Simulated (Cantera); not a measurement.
Feed: 1 mol (CH3)2SiCl2, 0.0079 mol C3H8, 13 mol H2, held at 1800 K and 0.00250 bar.

These are equilibrium values from Cantera (NASA tables, ideal gas, pure condensed phases), not measurements of a reactor. Candidate condensed phases: C, C6H6, C7H8, C8H18, Si, SiC; 109 gas species. The feed counts by its element totals alone. The tables' values for SiCl are old estimates; treat these amounts as uncertain. Kinetics and transport are ignored.

Base state: H2 0.877, HCl 0.114, H 0.00671, SiCl2 0.00111, Cl 0.000668, C2H2 (acetylene) 0.000154, Si 3.06e-5, SiCl 1.61e-5 (mole fractions); condensed: C(graphite) + SiC(s).

### Question
What changes in the equilibrium state with this change: temperature from 1800 K to 1300 K?

### Answer
| species | before | after |
|---|---|---|
| H2 | 0.877 | 0.883 |
| HCl | 0.114 | 0.117 |
| SiCl2 | 0.00111 | 0.000123 |
| H | 0.00671 | 2.08e-5 |
| Si | 3.06e-5 | <1e-9 |
| SiCl | 1.61e-5 | 1.66e-9 |
| C2H2 (acetylene) | 0.000154 | 5.09e-7 |
| Cl | 0.000668 | 2.33e-6 |
| CH4 | 1.48e-6 | 1.53e-5 |
| C(graphite), mol | 1.04 | 1.03 |
| SiC(s), mol | 0.980 | 0.998 |

### Question
What changes in the equilibrium state with this change: temperature from 1800 K to 1048 K?

### Answer
```csv
species,before,after
H2,0.877,0.884
HCl,0.114,0.116
SiCl4,1.68e-8,0.000334
H,0.00671,1.45e-7
C2H2 (acetylene),0.000154,3.48e-9
Cl,0.000668,1.74e-8
"C(graphite), mol",1.04,1.03
"SiC(s), mol",0.980,0.993
```
The tables' values for SiCl3 are old estimates; treat these amounts as uncertain.
